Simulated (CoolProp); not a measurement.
R124 along the isotherm 438.7 K: fugacity coefficient from the reference equation and from simpler models built on Tc = 395.4 K, pc = 3.624 MPa, ω = 0.288; each cubic takes its own stable root.

Values from CoolProp's reference Helmholtz-energy equation of state, de Vries 1995.

```
p (MPa)          phase  reference  van der Waals  Peng-Robinson
-------  -------------  ---------  -------------  -------------
0.0573             gas     0.9962         0.9964         0.9957
0.102              gas     0.9932         0.9935         0.9924
0.181              gas     0.9880         0.9885         0.9866
0.322              gas     0.9787         0.9796         0.9762
0.573              gas     0.9622         0.9638         0.9579
1.02               gas     0.9333         0.9357         0.9259
1.81               gas     0.8831         0.8864         0.8712
3.22               gas     0.7965         0.7985         0.7791
5.73     supercritical     0.6505         0.6365         0.6325
10.2     supercritical     0.4727         0.4735         0.4672
18.1     supercritical     0.3661         0.3995         0.3640
```
